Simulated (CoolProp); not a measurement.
Properties of chlorine along the isotherm -30.75 °C.

Computed with CoolProp (reference Helmholtz-energy equation of state, Thol 2021).

```csv
p (MPa),phase,Z,cp (kJ/(kg K)),cv (kJ/(kg K)),isothermal compressibility (1/MPa),expansivity (1/kK)
1.67,liquid,0.03772,0.9397,0.4969,0.001096,1.765
3.33,liquid,0.07509,0.9376,0.4973,0.001077,1.747
5,liquid,0.1125,0.9355,0.4977,0.001059,1.729
6.67,liquid,0.1499,0.9335,0.4981,0.001041,1.711
8.33,liquid,0.1868,0.9316,0.4985,0.001024,1.694
10,liquid,0.2239,0.9298,0.4988,0.001008,1.678
11.7,liquid,0.2615,0.9280,0.4992,0.0009922,1.662
13.3,liquid,0.2968,0.9264,0.4996,0.0009778,1.647
15,liquid,0.3342,0.9247,0.5000,0.0009630,1.632
16.7,liquid,0.3715,0.9231,0.5004,0.0009487,1.617
18.3,liquid,0.4065,0.9216,0.5008,0.0009356,1.604
20,liquid,0.4436,0.9201,0.5012,0.0009222,1.590
```
